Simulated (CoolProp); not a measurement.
Vapour-liquid equilibrium of cyclopentane (1) + ethanol (2) at 140.85 °C; x and y are mole fractions of (1).

Values from CoolProp's multi-fluid Helmholtz-energy mixture model, Gedanitz 2015 and Schroeder 2014; pair parameters Bell 2016.

| x | bubble pressure (bar) | y at the bubble point | dew pressure at overall composition x (bar) | liquid density (mol/L) |
|---|---|---|---|---|
| 0.05 | 8.519 | 0.126 | 8.025 | 13.89 |
| 0.125 | 9.911 | 0.295 | 8.511 | 13.17 |
| 0.2 | 11.29 | 0.422 | 9.072 | 12.50 |
| 0.275 | 12.40 | 0.507 | 9.721 | ? |
| 0.35 | 13.14 | 0.561 | 10.47 | 11.29 |
| 0.425 | 13.55 | 0.593 | 11.33 | 10.76 |
| 0.5 | 13.74 | 0.613 | 12.30 | 10.29 |
| 0.575 | 13.82 | 0.625 | 13.33 | 9.872 |
| 0.65 | 13.83 | 0.635 | 13.77 | 9.522 |
| 0.725 | 13.78 | 0.649 | ? | 9.236 |
| 0.8 | ? | 0.676 | ? | 9.011 |
| 0.875 | 12.98 | 0.729 | 11.21 | 8.841 |
| 0.95 | ? | 0.843 | 10.39 | ? |

Problem. Fill in the missing entries.

Solution. 
- 0.275, liquid density (mol/L): 11.87
- 0.725, dew pressure at overall composition x (bar): 13.02
- 0.8, bubble pressure (bar): 13.57
- 0.8, dew pressure at overall composition x (bar): 12.10
- 0.95, bubble pressure (bar): 11.58
- 0.95, liquid density (mol/L): 8.716

y crosses x between x = 0.575 and 0.65: the model has an azeotrope there.

The pair parameters rest on a limited set of measurements; away from them the model extrapolates. With so large a gap from Raoult's law the liquid may split in two, which this calculation doesn't test in full.
